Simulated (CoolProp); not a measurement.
A closed Brayton cycle with carbon dioxide: compressor inlet 318.15 K and 8 MPa, high pressure 17.9 MPa, turbine inlet 785 K, compressor efficiency 0.85, turbine efficiency 0.93, recuperator effectiveness 0.8 (on enthalpy, no pinch check). Each further row changes one setting.

Model: reference Helmholtz-energy equation of state, Span 1996, in CoolProp.

```csv
case,thermal efficiency (%),net work (kJ/kg),compressor to turbine work,compressor exit (K),turbine exit (K)
as stated,27.5,68.2,0.35,381.8,688.4
turbine inlet 735 K,26.4,60.7,0.37,381.8,642.1
compressor inlet 328.15 K,26.8,62.3,0.40,397.9,688.4
high pressure 15.2 MPa,24.9,56.6,0.33,368.6,707.6
recuperator effectiveness 0.5,19.3,68.2,0.35,381.8,688.4
```
